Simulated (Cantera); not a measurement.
Input: 1 mol Cu, 0.066 mol CO₂, 51 mol N₂, equilibrated at 1775 K and 29.0 bar.

Cantera equilibrium calculation (NASA polynomials, part measured and part estimated; ideal gas, pure solids and liquids). Candidate condensed phases: C, Cu, CuO, Cu₂O; 27 gas species. Kinetics and transport are ignored.

Question: What is the equilibrium state?

Answer: x(N₂): 0.999
x(CO₂): 0.00127
x(CO): 2.19e-5
x(NO): 1.60e-5
x(Cu): 1.39e-5
x(O₂): 2.91e-6
n(Cu(l)): 0.999 mol
gas amount: 51.07 mol
log10 activity of C(graphite) (absent): -9.02
